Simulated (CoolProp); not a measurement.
Vapour-liquid equilibrium of propane (1) + R236EA (2) at 415 kPa; x and y are mole fractions of (1).

The numbers come from the multi-fluid Helmholtz-energy mixture model, Lemmon 2009 and Rui 2013; pair parameters Bell 2016 in CoolProp.

```
x     bubble temperature (°C)  y at the bubble point  dew temperature at overall composition x (°C)  liquid density (mol/L)
----  -----------------------  ---------------------  ---------------------------------------------  ----------------------
0.05                     33.3                  0.346                                           45.1                   9.243
0.15                     15.0                  0.672                                           41.4                   9.744
0.25                      6.1                  0.780                                           37.5                   10.06
0.35                      2.1                  0.822                                           33.2                   10.29
0.45                      0.2                  0.841                                           28.4                   10.48
0.55                     -0.8                  0.853                                           23.0                   10.69
0.65                     -1.6                  0.865                                           16.6                   10.92
0.75                     -2.4                  0.881                                            8.8                   11.19
0.85                     -3.4                  0.908                                           -0.5                   11.52
0.95                     -4.1                  0.959                                           -4.0                   11.91
```

No azeotrope shows between x = 0.05 and 0.95.

Pair parameters are fitted to limited data, so mixtures are less certain than the pure fluids. With so large a gap from Raoult's law the liquid may split in two, which this calculation doesn't test in full.
